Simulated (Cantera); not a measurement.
Charge: 1 mol CF4, 0.98 mol H2, held at 13.3 mbar.

Cantera equilibrium calculation (NASA polynomials, part measured and part estimated; ideal gas, pure solids and liquids). Candidate condensed phases: C, C6H6, C7H8, C8H18; 95 gas species. Rates play no part. All values below are at 3025 K.

Base state: HF 0.454, F 0.426, CF 0.0519, C3 0.0305, H 0.0150, CF2 0.0130, C 0.00481, C2 0.00311 (mole fractions); condensed: C(graphite).

### Question
What changes in the equilibrium state with this change: H2 from 0.98 to 2.8 mol?

### Answer
| species | before | after |
|---|---|---|
| HF | 0.454 | 0.638 |
| H | 0.0150 | 0.249 |
| F | 0.426 | 0.0362 |
| H2 | 0.000104 | 0.0284 |
| CF2 | 0.0130 | 9.34e-5 |
| CF | 0.0519 | 0.00441 |
| C3 | 0.0305 | 0.0305 |
| C2H2 (acetylene) | 6.93e-6 | 0.00190 |
| C4H2 | 1.93e-7 | 5.29e-5 |
| CH | 2.44e-6 | 4.04e-5 |
| C(graphite), mol | 0.285 | 0.290 |

### Question
What changes in the equilibrium state with this change: H2 from 0.98 to 0.54 mol?

### Answer
```
species             before    after
----------------  --------  -------
F                    0.426    0.598
HF                   0.454    0.258
CF                  0.0519   0.0728
H                   0.0150  0.00610
CF2                 0.0130   0.0255
C3                  0.0305   0.0305
H2                0.000104  1.71e-5
CF3                9.78e-6  2.70e-5
C(graphite), mol     0.285    0.166
```
